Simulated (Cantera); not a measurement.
A perfectly stirred reactor is fed with N2O = 1 (molar parts), at 0.00990 bar; it is held at 1600 K, and followed from long to short residence time.

Computed with Cantera and GRI-Mech 3.0 (53 species, 325 reactions). GRI-Mech 3.0 was tuned for natural gas; its chemistry of N2O as a main component is partial and can be far from experiment. Radical loss at walls, strong at low pressure, is not modelled. The temperature is held fixed by assumption; the heat of reaction is taken as removed at once.

**Question.** What does this change do: pressure from 0.00990 bar to 0.250 bar?

**Answer.** 
| quantity | before | after |
|---|---|---|
| x(N2O) at τ = 17.0 s | 0.0226 | 0.00152 |
| x(NO) at τ = 17.0 s | 0.189 | 0.0608 |
| x(N2) at τ = 17.0 s | 0.557 | 0.635 |
| x(NO2) at τ = 17.0 s | 4.17e-5 | 0.000123 |
| x(O2) at τ = 17.0 s | 0.231 | 0.302 |
| x(N2O) at τ = 0.270 s | 0.587 | 0.0625 |
| x(NO) at τ = 0.270 s | 0.0823 | 0.155 |
| x(N2) at τ = 0.270 s | 0.234 | 0.548 |
| x(NO2) at τ = 0.270 s | 9.34e-6 | 0.000240 |
| x(O2) at τ = 0.270 s | 0.0964 | 0.235 |

**Question.** What does this change do: pressure from 0.00990 bar to 0.290 bar?

**Answer.** 
```json
[
 {"quantity": "x(N2O) at τ = 17.0 s", "before": "0.0226", "after": "0.00133"},
 {"quantity": "x(NO) at τ = 17.0 s", "before": "0.189", "after": "0.0554"},
 {"quantity": "x(N2) at τ = 17.0 s", "before": "0.557", "after": "0.638"},
 {"quantity": "x(NO2) at τ = 17.0 s", "before": "4.17e-5", "after": "0.000125"},
 {"quantity": "x(O2) at τ = 17.0 s", "before": "0.231", "after": "0.305"},
 {"quantity": "x(N2O) at τ = 0.270 s", "before": "0.587", "after": "0.0559"},
 {"quantity": "x(NO) at τ = 0.270 s", "before": "0.0823", "after": "0.149"},
 {"quantity": "x(N2) at τ = 0.270 s", "before": "0.234", "after": "0.555"},
 {"quantity": "x(NO2) at τ = 0.270 s", "before": "9.34e-6", "after": "0.000266"},
 {"quantity": "x(O2) at τ = 0.270 s", "before": "0.0964", "after": "0.240"}
]
```
